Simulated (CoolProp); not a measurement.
Vapour pressure (bar) of methanol: the reference equation beside estimates from Tc = 513.4 K, pc = 82.16 bar, ω = 0.565. Clausius-Clapeyron is anchored at 343.5 K with a constant enthalpy of vaporisation of 34.91 kJ/mol.

Computed with CoolProp (reference Helmholtz-energy equation of state, de Reuck 1993).

```csv
T (K),reference,Lee-Kesler,Clausius-Clapeyron,Soave-Redlich-Kwong,Peng-Robinson
330.9,0.7727,0.7278,0.7979,0.7274,0.7567
343.5,1.271,1.232,1.271,1.231,1.266
356.1,2.010,1.990,1.958,1.990,2.027
368.6,3.059,3.074,2.921,3.077,3.111
381.2,4.531,4.596,4.257,4.610,4.631
393.8,6.526,6.655,6.055,6.691,6.687
406.4,9.170,9.368,8.427,9.447,9.404
419,12.60,12.86,11.50,13.01,12.92
```

Absolute difference from the reference over all 8 rows, mean and median: Lee-Kesler 2.2 and 2.0 %, Clausius-Clapeyron 5.1 and 5.3 %, Soave-Redlich-Kwong 2.6 and 2.8 %, Peng-Robinson 1.8 and 2.1 %.
